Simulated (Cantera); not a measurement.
Feed: 1 mol CH₃OH, 1.6 mol H₂, at 66.8 Torr.

Method: chemical equilibrium by Gibbs-energy minimisation in Cantera with the NASA 1993 tables (ideal gas, pure condensed phases). Candidate condensed phases: C, C₆H₆, C₇H₈, C₈H₁₈, H₂O; 110 gas species. Rates play no part.

### Question
At 852 °C, list the 5 most abundant gas species with their mole fractions, and the condensed phases.

### Answer
H₂ 0.781, CO 0.216, CH₄ 0.00138, H₂O 0.00110, CO₂ 0.000277. Condensed: gas only.
